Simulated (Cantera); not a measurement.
**Pyrogenic steam for wet oxidation**

An isothermal, constant-pressure homogeneous reactor starts with 43.0 % H2, 28.7 % O2, 28.4 % N2, equivalence ratio 0.75, at 925 K and 690 Torr.

Detailed kinetics in Cantera: the H2/O2 subset of GRI-Mech 3.0, which has no nitrogen chemistry. Below about 950 K walls govern HO2 and H2O2 in real vessels. The temperature is held fixed by assumption; the heat of reaction is taken as removed at once.

```json
[
 {"t (s)": "1.00e-6", "x H2": "0.430", "x O2": "0.287", "x O": "<1e-12", "x H2O": "<1e-12", "x HO2": "1.00e-11", "x H": "7.92e-12"},
 {"t (s)": "5.01e-6", "x H2": "0.430", "x O2": "0.287", "x O": "3.04e-12", "x H2O": "1.10e-11", "x HO2": "6.65e-11", "x H": "3.12e-11"},
 {"t (s)": "2.51e-5", "x H2": "0.430", "x O2": "0.287", "x O": "1.13e-11", "x H2O": "2.33e-10", "x HO2": "5.82e-10", "x H": "8.95e-11"},
 {"t (s)": "0.000126", "x H2": "0.430", "x O2": "0.287", "x O": "1.56e-11", "x H2O": "2.22e-9", "x HO2": "4.34e-9", "x H": "1.20e-10"},
 {"t (s)": "0.000630", "x H2": "0.430", "x O2": "0.287", "x O": "1.96e-11", "x H2O": "1.41e-8", "x HO2": "2.53e-8", "x H": "1.50e-10"},
 {"t (s)": "0.00316", "x H2": "0.430", "x O2": "0.287", "x O": "5.16e-11", "x H2O": "1.30e-7", "x HO2": "1.85e-7", "x H": "3.97e-10"},
 {"t (s)": "0.0158", "x H2": "0.430", "x O2": "0.287", "x O": "1.87e-9", "x H2O": "1.08e-5", "x HO2": "7.62e-6", "x H": "1.44e-8"},
 {"t (s)": "0.0793", "x H2": "0.421", "x O2": "0.282", "x O": "1.21e-7", "x H2O": "0.0102", "x HO2": "8.77e-5", "x H": "9.46e-7"},
 {"t (s)": "0.397", "x H2": "0.330", "x O2": "0.240", "x O": "6.06e-8", "x H2O": "0.125", "x HO2": "8.58e-5", "x H": "4.48e-7"},
 {"t (s)": "1.99", "x H2": "0.0915", "x O2": "0.132", "x O": "3.28e-8", "x H2O": "0.430", "x HO2": "5.52e-5", "x H": "1.33e-7"},
 {"t (s)": "9.98", "x H2": "0.000832", "x O2": "0.0916", "x O": "9.69e-10", "x H2O": "0.546", "x HO2": "2.68e-6", "x H": "3.69e-10"},
 {"t (s)": "50.0", "x H2": "2.88e-5", "x O2": "0.0913", "x O": "1.12e-11", "x H2O": "0.547", "x HO2": "2.16e-7", "x H": "3.55e-12"}
]
```
x: mole fraction; the columns are a selection and need not sum to one.

Equilibrium at this temperature and pressure: H2 1.49e-11, O2 0.0912, O 4.25e-12, H2O 0.547, HO2 3.12e-10, H <1e-12 (gas phase only).
